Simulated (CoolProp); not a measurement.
Vapour-liquid equilibrium of CH2F2 (R32) (1) + R142b (2) at 297.9 K; x and y are mole fractions of (1).

The numbers come from the multi-fluid Helmholtz-energy mixture model, Tillner-Roth 1997 and Lemmon 2006; pair parameters Bell 2016 in CoolProp.

| x | bubble pressure, mixture model (MPa) | bubble pressure, Raoult's law (MPa) | y, mixture model | y, Raoult's law |
|---|---|---|---|---|
| 0.05 | 0.4070 | 0.4023 | 0.200 | 0.209 |
| 0.2 | 0.6297 | 0.6038 | 0.534 | 0.556 |
| 0.35 | 0.8488 | 0.8053 | 0.698 | 0.729 |
| 0.5 | 1.053 | 1.007 | 0.795 | 0.834 |
| 0.65 | 1.243 | 1.208 | 0.864 | 0.903 |
| 0.8 | 1.425 | 1.410 | 0.921 | 0.952 |
| 0.95 | 1.613 | 1.611 | 0.979 | 0.990 |

The largest gap from Raoult's law is +5.4 % in bubble pressure, at x = 0.35. No azeotrope shows between x = 0.05 and 0.95.

Pair parameters are fitted to limited data, so mixtures are less certain than the pure fluids.
